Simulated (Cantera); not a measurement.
A closed system holds: 1 mol C3H8, 0.093 mol NH3, 52 mol H2, equilibrated at 0.120 bar.

Cantera equilibrium calculation (NASA polynomials, part measured and part estimated; ideal gas, pure solids and liquids). Candidate condensed phases: C, C6H6, C7H8, C8H18; 92 gas species. Kinetics and transport are ignored. All values below are at 2352 °C.

Base state: H2 0.868, H 0.114, C2H2 (acetylene) 0.0155, HCN 0.00110, C2H 0.000188, N2 0.000153, HNC 0.000147, C4H2 0.000115 (mole fractions); condensed: C(graphite).

### Question
What changes in the equilibrium state with this change: H2 from 52 to 0.42 mol?

### Answer
```
species             before     after
----------------  --------  --------
H2                   0.868     0.857
H                    0.114     0.113
C2H2 (acetylene)    0.0155    0.0153
HCN                0.00110   0.00667
N2                0.000153   0.00571
CN                 9.88e-6   6.04e-5
HNC               0.000147  0.000896
C(graphite), mol      1.02      2.81
```
